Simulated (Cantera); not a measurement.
Charge: 1 mol c-C4F8, 0.97 mol H2, held at 2748 K and 240 Pa.

Method: chemical equilibrium by Gibbs-energy minimisation in Cantera with the NASA 1993 tables (ideal gas, pure condensed phases). Candidate condensed phases: C, C6H6, C7H8, C8H18; 95 gas species. The feed counts by its element totals alone. Equilibrium is a limit: real reactors are often held back by kinetics, nucleation or transport.

Base state: F 0.675, HF 0.243, CF 0.0440, CF2 0.0255, C3 0.00685, H 0.00260, C 0.00154, C2 0.000662 (mole fractions); condensed: C(graphite).

Problem. What changes in the equilibrium state with this change: temperature from 2748 K to 775 K?

Solution. 
```csv
species,before,after
HF,0.243,0.562
CF4,1.68e-6,0.438
F,0.675,<1e-9
CF,0.0440,<1e-9
CF2,0.0255,<1e-9
C3,0.00685,<1e-9
H,0.00260,<1e-9
"C(graphite), mol",3.26,2.48
```
Condensed phases not in the tables: fluorocarbon polymer. Gases not in the tables: C2F6 and larger saturated fluorocarbons.

Problem. What changes in the equilibrium state with this change: temperature from 2748 K to 3050 K?

Solution. 
| species | before | after |
|---|---|---|
| F | 0.675 | 0.596 |
| HF | 0.243 | 0.174 |
| C3 | 0.00685 | 0.0987 |
| C2 | 0.000662 | 0.0132 |
| C | 0.00154 | 0.0258 |
| H | 0.00260 | 0.0278 |
| CF2 | 0.0255 | 0.00310 |
| CF | 0.0440 | 0.0585 |
| CF3 | 2.37e-5 | 5.23e-7 |
| C4 | 1.06e-5 | 0.000294 |
| C(graphite), mol | 3.26 | 0 |
